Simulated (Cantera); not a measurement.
Charge: 1 mol HMDSO, 1.9 mol CO2, 0.29 mol O3, equilibrated at 195 Torr.

Equilibrium computed with Cantera from the NASA thermochemical tables; the gas is ideal and each condensed phase is pure. Candidate condensed phases: C, C6H6, C7H8, C8H18, H2O, Si, SiC, SiO2; 123 gas species. The feed counts by its element totals alone. The tables hold silica as quartz up to 1696 K and as liquid above; real silica turns to tridymite and cristobalite and melts near 1996 K. Equilibrium is a limit: real reactors are often held back by kinetics, nucleation or transport.

x: gas mole fraction; n: condensed amount in mol.

| T (K) | x H2 | x CH4 | x H2O | x CO | x CO2 | x H | x C2H2 (acetylene) | n C(graphite) | n SiO2(α-quartz) | n SiO2(β-quartz) |
|---|---|---|---|---|---|---|---|---|---|---|
| 600 | 0.153 | 0.573 | 0.258 | 0.000319 | 0.0152 | <1e-12 | <1e-12 | 4.50 | 2.00 | 0 |
| 700 | 0.407 | 0.366 | 0.202 | 0.00447 | 0.0209 | <1e-12 | <1e-12 | 5.27 | 2.00 | 0 |
| 800 | (withheld) | (withheld) | (withheld) | (withheld) | (withheld) | (withheld) | <1e-12 | 6.18 | 2.00 | 0 |
| 900 | 0.789 | 0.0505 | 0.0487 | 0.0978 | 0.0139 | 2.04e-10 | 4.44e-11 | 6.35 | 0 | 2.00 |
| 1000 | 0.825 | (withheld) | (withheld) | 0.143 | (withheld) | (withheld) | (withheld) | 6.21 | 0 | 2.00 |
| 1100 | 0.836 | 0.00652 | 0.00299 | 0.154 | 0.000544 | 4.64e-8 | 1.11e-8 | 6.20 | 0 | 2.00 |
| 1200 | 0.840 | 0.00290 | 0.000884 | 0.156 | 0.000120 | 3.55e-7 | 8.63e-8 | 6.21 | 0 | 2.00 |
| 1300 | 0.842 | 0.00145 | 0.000312 | 0.156 | 3.29e-5 | 1.99e-6 | 4.85e-7 | 6.22 | 0 | 2.00 |
| 1400 | 0.843 | 0.000797 | 0.000128 | 0.157 | 1.09e-5 | 8.76e-6 | 2.12e-6 | 6.22 | 0 | 2.00 |

### Question
Some entries are withheld; supply them.

### Answer

- 800, x H2: 0.665
- 800, x CH4: 0.155
- 800, x H2O: 0.125
- 800, x CO: 0.0308
- 800, x CO2: 0.0243
- 800, x H: 4.63e-12
- 1000, x CH4: 0.0169
- 1000, x H2O: 0.0121
- 1000, x CO2: 0.00303
- 1000, x H: 4.04e-9
- 1000, x C2H2 (acetylene): 9.41e-10
